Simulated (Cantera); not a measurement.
Equilibrium for hydrogen reduction and annealing atmospheres: Cr₂O₃ + H₂

Charge: 1 mol Cr₂O₃, 76 mol H₂, at 16.0 Pa.

Cantera equilibrium calculation (NASA polynomials, part measured and part estimated; ideal gas, pure solids and liquids). Candidate condensed phases: Cr, Cr₂O₃, H₂O; 13 gas species. Mutual solubility and eutectic melting of coexisting phases are not modelled. The numbers say what is thermodynamically allowed, not how fast it happens.

From 823 K to 923 K the condensed part is Cr₂O₃(s). From 1023 K to 1323 K the condensed part is Cr(s) + Cr₂O₃(s). From 1423 K to 1723 K the condensed part is Cr₂O₃(s). From 1823 K to 1923 K nothing is condensed.

```tsv
T (K)	log p H₂	log p H	log p H₂O	log p Cr	log p CrO	log p OH	n Cr₂O₃(s)	n Cr(s)
823	-3.80	-13.03	-10.31	<-15	<-15	<-15	1.000	0
923	-3.80	-11.51	-9.43	-14.74	<-15	<-15	1.000	0
1023	-3.80	-10.28	-8.73	-12.57	<-15	<-15	1.000	0.000588
1123	-3.80	-9.27	-8.16	-10.79	<-15	<-15	0.999	0.00219
1223	-3.80	-8.42	-7.68	-9.31	-14.00	-14.35	0.997	0.00635
1323	-3.80	-7.70	-7.28	-8.05	-12.22	-13.02	0.992	0.0124
1423	-3.80	-7.08	-6.88	-7.06	-10.72	-11.82	0.979	0
1523	-3.80	-6.54	-6.33	-6.51	-9.53	-10.58	0.926	0
1623	-3.80	-6.06	-5.86	-6.03	-8.48	-9.49	0.776	0
1723	-3.82	-5.65	-5.44	-5.62	-7.57	-8.53	0.407	0
1823	-3.84	-5.28	-5.23	-5.40	-7.06	-7.83	0	0
1923	-3.86	-4.95	-5.24	-5.41	-7.00	-7.40	0	0
```
log p: log10 of the partial pressure in bar; n: condensed amount in mol.
